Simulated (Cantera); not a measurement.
An isothermal, constant-pressure homogeneous reactor starts with 82.6 % CH4, 12.4 % CO2, 4.96 % H2, at 1500 K and 23.7 atm.

Detailed kinetics in Cantera: GRI-Mech 3.0 (53 species, 325 reactions). GRI-Mech 3.0 stops at C3 and has no aromatics, soot or wall deposition, so with more carbon than oxygen in the feed, carbon stays in small species such as C2H2 where larger ones or solid carbon would form. The pressure lies above the range GRI-Mech 3.0 was tuned for (to about 10 atm).

x: mole fraction; the columns are a selection and need not sum to one.

| t (s) | x CH4 | x CO2 | x H2 | x H2O2 | x HO2 | x H2O | x C2H6 |
|---|---|---|---|---|---|---|---|
| 1.00e-5 | 0.826 | 0.124 | 0.0496 | <1e-12 | <1e-12 | 5.51e-7 | ? |
| 3.39e-5 | 0.826 | 0.124 | 0.0497 | <1e-12 | <1e-12 | 2.95e-6 | ? |
| 0.000115 | 0.826 | 0.124 | 0.0500 | <1e-12 | <1e-12 | 1.17e-5 | ? |
| 0.000389 | 0.824 | 0.124 | 0.0511 | <1e-12 | <1e-12 | 4.53e-5 | ? |
| 0.00132 | 0.816 | 0.123 | 0.0560 | <1e-12 | <1e-12 | 0.000190 | 0.00211 |
| 0.00447 | 0.786 | 0.121 | 0.0769 | <1e-12 | <1e-12 | 0.000850 | ? |
| 0.0152 | 0.696 | 0.113 | 0.141 | <1e-12 | <1e-12 | 0.00431 | ? |
| 0.0514 | 0.544 | 0.0844 | 0.232 | <1e-12 | <1e-12 | 0.0243 | ? |
| 0.174 | 0.477 | 0.0312 | 0.234 | <1e-12 | <1e-12 | 0.0721 | 0.00321 |
| 0.590 | 0.464 | 0.0135 | 0.234 | <1e-12 | <1e-12 | 0.0806 | 0.00312 |
| 2.00 | 0.465 | 0.0113 | 0.251 | <1e-12 | <1e-12 | 0.0612 | 0.00292 |

Question: Some entries are withheld; supply them.

Answer: 
- 1.00e-5, x C2H6: 1.03e-5
- 3.39e-5, x C2H6: 8.01e-5
- 0.000115, x C2H6: 0.000317
- 0.000389, x C2H6: 0.000995
- 0.00447, x C2H6: 0.00228
- 0.0152, x C2H6: 0.00200
- 0.0514, x C2H6: 0.00285
